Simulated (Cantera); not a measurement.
A perfectly stirred reactor is fed with 4.55 % C3H8, 95.5 % H2, at 0.000460 bar; it is held at 1300 K, and followed from long to short residence time.

Computed with Cantera and GRI-Mech 3.0 (53 species, 325 reactions). GRI-Mech 3.0 was tuned for natural gas; its chemistry of propane as a main component is partial and can be far from experiment. GRI-Mech 3.0 stops at C3 and has no aromatics, soot or wall deposition, so with more carbon than oxygen in the feed, carbon stays in small species such as C2H2 where larger ones or solid carbon would form. Radical loss at walls, strong at low pressure, is not modelled.

Q: Predict: x(C3H8) at τ = 18.0 s; x(H2) at τ = 18.0 s; x(C2H4) at τ = 18.0 s; x(CH3) at τ = 18.0 s; x(C2H2) at τ = 18.0 s; x(C3H8) at τ = 0.140 s; x(H2) at τ = 0.140 s; x(C2H4) at τ = 0.140 s; x(CH3) at τ = 0.140 s; x(C2H2) at τ = 0.140 s.

A: 
```json
{
 "x(C3H8) at τ = 18.0 s": "0.000188",
 "x(H2) at τ = 18.0 s": "0.915",
 "x(C2H4) at τ = 18.0 s": "0.00572",
 "x(CH3) at τ = 18.0 s": "0.000322",
 "x(C2H2) at τ = 18.0 s": "0.0349",
 "x(C3H8) at τ = 0.140 s": "0.00997",
 "x(H2) at τ = 0.140 s": "0.921",
 "x(C2H4) at τ = 0.140 s": "0.0293",
 "x(CH3) at τ = 0.140 s": "0.00162",
 "x(C2H2) at τ = 0.140 s": "0.00316"
}
```
